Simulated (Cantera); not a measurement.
## Reactions in the system H-O-V

Cantera with NASA thermochemical tables; ideal gases at 1 bar, condensed phases pure. Values are per mole of reaction as written; species without (g) are pure solids or liquids, kept so even where they would boil at 1 bar.

4 V + 5 H₂O₂(g) → 10 H(g) + 2 V₂O₅

| T (K) | ΔH° (kJ) | ΔS° (J/K) | ΔG° (kJ) | log10 K | condensed phases |
|---|---|---|---|---|---|
| 300 | -239.4 | 120.9 | -275.7 | 48.00 | V(s), V₂O₅(s) |
| 825 | -152.2 | 289.7 | -391.3 | 24.77 | V(s), V₂O₅(s) |
| 1025 | 7.5 | 459.8 | -463.8 | 23.64 | V(s), V₂O₅(l) |
| 1225 | 36.1 | 485.4 | -558.5 | 23.81 | V(s), V₂O₅(l) |
| 1425 | 60.3 | 503.7 | -657.5 | 24.10 | V(s), V₂O₅(l) |
| 1625 | 80.5 | 517.0 | -759.7 | 24.42 | V(s), V₂O₅(l) |
| 1825 | 96.9 | 526.5 | -864.1 | 24.73 | V(s), V₂O₅(l) |
| 2025 | 109.5 | 533.1 | -970.1 | 25.02 | V(s), V₂O₅(l) |
